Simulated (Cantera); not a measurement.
Charge: 1 mol CH3SiCl3, 0.43 mol CH4, 310 mol H2, at 1850 °C and 5800 Pa.

Method: chemical equilibrium by Gibbs-energy minimisation in Cantera with the NASA 1993 tables (ideal gas, pure condensed phases). Candidate condensed phases: C, C6H6, C7H8, C8H18, Si, SiC; 109 gas species. The feed counts by its element totals alone. The tables' values for SiCl are old estimates; treat these amounts as uncertain. Gases not in the tables: Si2H6 and higher silanes. Rates play no part.

Base state: H2 0.974, H 0.0147, HCl 0.00933, C2H2 (acetylene) 0.000887, Si 0.000333, Cl 0.000103, SiH 4.10e-5, SiH2 2.27e-5 (mole fractions); condensed: SiC(s).

### Question
What changes in the equilibrium state with this change: CH3SiCl3 replaced by SiH4?

### Answer
```json
[
 {"species": "H2", "before": "0.974", "after": "0.983"},
 {"species": "H", "before": "0.0147", "after": "0.0148"},
 {"species": "Si", "before": "0.000333", "after": "0.00152"},
 {"species": "HCl", "before": "0.00933", "after": "0"},
 {"species": "Cl", "before": "0.000103", "after": "0"},
 {"species": "SiCl2", "before": "2.12e-5", "after": "0"},
 {"species": "SiCl", "before": "1.29e-5", "after": "0"},
 {"species": "SiC(s), mol", "before": "0.850", "after": "0.378"}
]
```
